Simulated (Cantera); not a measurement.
## Pyrogenic steam for wet oxidation

An isothermal, constant-pressure homogeneous reactor starts with H₂ : O₂ : N₂ = 0.65 : 1 : 18 (molar parts), equivalence ratio 0.33, at 1075 K and 368 Torr.

Computed with Cantera and GRI-Mech 3.0 (53 species, 325 reactions).

```tsv
t (s)	x H₂	x O₂	x NO	x H	x H₂O	x O	x OH
2.00e-5	0.0331	0.0509	<1e-12	7.91e-11	1.65e-11	1.29e-11	6.99e-12
7.93e-5	0.0331	0.0509	<1e-12	6.30e-10	6.08e-10	1.71e-10	7.57e-11
0.000314	0.0331	0.0509	<1e-12	1.80e-7	2.85e-7	5.25e-8	2.26e-8
0.00124	0.00168	0.0355	6.60e-7	0.00111	0.0311	0.000674	0.000450
0.00493	9.32e-5	0.0350	6.80e-7	3.27e-6	0.0335	1.82e-5	3.85e-5
0.0195	8.87e-6	0.0349	6.61e-7	9.41e-8	0.0336	1.58e-6	1.22e-5
0.0775	4.16e-7	0.0349	6.62e-7	2.68e-9	0.0336	1.66e-7	4.36e-6
0.307	1.63e-8	0.0349	6.76e-7	1.38e-10	0.0336	2.63e-8	1.75e-6
1.22	2.45e-9	0.0349	6.84e-7	1.35e-11	0.0336	5.67e-9	8.06e-7
4.82	5.85e-10	0.0349	6.87e-7	1.75e-12	0.0336	1.43e-9	4.03e-7
19.1	2.26e-10	0.0349	6.86e-7	<1e-12	0.0336	4.97e-10	2.37e-7
75.7	1.87e-10	0.0349	6.85e-7	<1e-12	0.0336	3.73e-10	2.06e-7
300	1.82e-10	0.0349	6.84e-7	<1e-12	0.0336	3.54e-10	2.00e-7
```
x: mole fraction; the columns are a selection and need not sum to one.

Equilibrium at this temperature and pressure: H₂ 1.81e-10, O₂ 0.0349, NO 3.00e-5, H <1e-12, H₂O 0.0336, O 3.52e-10, OH 2.00e-7 (gas phase only).
